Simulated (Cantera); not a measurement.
An isothermal, constant-pressure homogeneous reactor starts with H2 : O2 : N2 = 1.9 : 1 : 5.9 (molar parts), at 825 K and 0.330 bar. Integrator tolerance rtol = 1e-08.

Detailed kinetics in Cantera: the H2/O2 subset of GRI-Mech 3.0, which has no nitrogen chemistry. Below about 950 K walls govern HO2 and H2O2 in real vessels. The temperature is held fixed by assumption; the heat of reaction is taken as removed at once.

Task: What does this change do: temperature 825 to 1423 K?

Result: 
```
quantity                                             before                                    after
----------------  -----------------------------------------  ---------------------------------------
x(H2) at 100 s         0.121 (gas-phase equilibrium <1e-12)  3.40e-6 (gas-phase equilibrium 3.40e-6)
x(O2) at 100 s       0.0661 (gas-phase equilibrium 0.00637)  0.00636 (gas-phase equilibrium 0.00636)
x(OH) at 100 s      1.72e-9 (gas-phase equilibrium 1.57e-9)  3.32e-5 (gas-phase equilibrium 3.32e-5)
x(HO2) at 100 s    8.55e-6 (gas-phase equilibrium 2.69e-12)  9.31e-9 (gas-phase equilibrium 9.31e-9)
x(H2O2) at 100 s  0.000339 (gas-phase equilibrium 2.08e-12)  1.44e-9 (gas-phase equilibrium 1.44e-9)
x(O) at 100 s        2.03e-9 (gas-phase equilibrium <1e-12)  1.88e-7 (gas-phase equilibrium 1.88e-7)
```

Task: What does this change do: pressure from 0.330 bar to 105 Torr?

Result: 
| quantity | before | after |
|---|---|---|
| x(H2) at 100 s | 0.121 (gas-phase equilibrium <1e-12) | 0.0389 (gas-phase equilibrium 1.30e-12) |
| x(O2) at 100 s | 0.0661 (gas-phase equilibrium 0.00637) | 0.0256 (gas-phase equilibrium 0.00637) |
| x(OH) at 100 s | 1.72e-9 (gas-phase equilibrium 1.57e-9) | 3.18e-9 (gas-phase equilibrium 1.94e-9) |
| x(HO2) at 100 s | 8.55e-6 (gas-phase equilibrium 2.69e-12) | 4.95e-6 (gas-phase equilibrium 2.17e-12) |
| x(H2O2) at 100 s | 0.000339 (gas-phase equilibrium 2.08e-12) | 7.33e-5 (gas-phase equilibrium 1.36e-12) |
| x(O) at 100 s | 2.03e-9 (gas-phase equilibrium <1e-12) | 4.88e-9 (gas-phase equilibrium <1e-12) |
Radical loss at walls, strong at low pressure, is not modelled.
